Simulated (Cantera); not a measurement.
# Equilibrium for abatement and gas-phase synthesis: SF₆ + H₂O + N₂

Charge: 1 mol SF₆, 0.38 mol H₂O, 0.49 mol N₂, equilibrated at 3227 °C and 1 atm.

Equilibrium computed with Cantera from the NASA thermochemical tables; the gas is ideal and each condensed phase is pure. Candidate condensed phases: H₂O, H₂SO₄, S; 62 gas species. Equilibrium is a limit: real reactors are often held back by kinetics, nucleation or transport.

```
Quantity                            Result
-------------------------------  ---------
x(F)                                 0.692
x(HF)                                0.101
x(S)                                0.0755
x(N₂)                               0.0649
x(SO)                               0.0308
x(O)                                0.0128
x(SF)                               0.0100
x(S₂)                              0.00733
x(SO₂)                             0.00229
gas amount                       7.464 mol
log10 activity of S(l) (absent)      -3.00
```
